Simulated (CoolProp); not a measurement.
Properties of methanol along the isobar 33 MPa.

Model: reference Helmholtz-energy equation of state, de Reuck 1993, in CoolProp.

```tsv
T (K)	phase	density (kg/m³)	isothermal compressibility (1/MPa)	viscosity (µPa s)	conductivity (mW/(m K))	fugacity coefficient
223.4	liquid	876.9	0.0006194	2740	227	4.711e-6
233.6	liquid	868.0	0.0006532	2120	226	1.193e-5
243.8	liquid	859.2	0.0006879	1690	224	2.777e-5
254	liquid	850.5	0.0007240	1370	223	6.000e-5
264.2	liquid	841.9	0.0007614	1130	221	0.0001214
274.3	liquid	833.5	0.0008000	941	219	0.0002304
284.5	liquid	825.2	0.0008407	795	218	0.0004179
294.7	liquid	816.9	0.0008834	680	216	0.0007235
304.9	liquid	808.6	0.0009285	588	214	0.001201
315	liquid	800.5	0.0009758	514	212	0.001913
325.2	liquid	792.2	0.001027	453	211	0.002958
335.4	liquid	783.9	0.001082	402	209	0.004433
345.6	liquid	775.4	0.001142	360	207	0.006459
355.8	liquid	766.9	0.001207	324	205	0.009170
```

Viscosity comes from a separate model (Xiang 2006). Thermal conductivity comes from a separate model (Sykioti 2013).
